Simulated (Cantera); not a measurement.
A freely propagating, adiabatic, planar premixed flame of 6.65 % CH4, 0.246 % C2H6, 1.40 % C3H8, 19.2 % O2, 72.5 % N2, equivalence ratio 1.1, unburnt at 525 K and 100000 Pa; mixture-averaged transport, grid criteria slope 0.08 and curve 0.16, no radiation.

Detailed kinetics in Cantera: GRI-Mech 3.0 (53 species, 325 reactions). GRI-Mech 3.0 was tuned for natural gas; its chemistry of propane as a main component is partial and can be far from experiment. Burning velocities carry a grid error of a few per cent, more on coarse grids.

Question: Predict: laminar burning velocity; thermal thickness; peak x(C2H2).

Answer: 
```json
{
 "laminar_burning_velocity": "110 cm/s",
 "thermal_thickness": "0.319 mm",
 "peak x(C2H2)": "0.000898"
}
```
